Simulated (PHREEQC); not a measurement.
Solution (25 °C): 0.012 mol/kgw NaHSO4 and 0.0085 mol/kgw NaF. Closed to the air; pH follows from the charge balance.

The numbers come from PHREEQC with the ion-association model, phreeqc.dat.

The ionic strength comes out as 0.0332 mol/kgw. What activity coefficients do SO4-2, F-, NaSO4-, HF2-, Na+ get?

SO4-2 0.52, F- 0.84, NaSO4- 0.85, HF2- 0.84, Na+ 0.85.

Precipitation was switched off in this run.
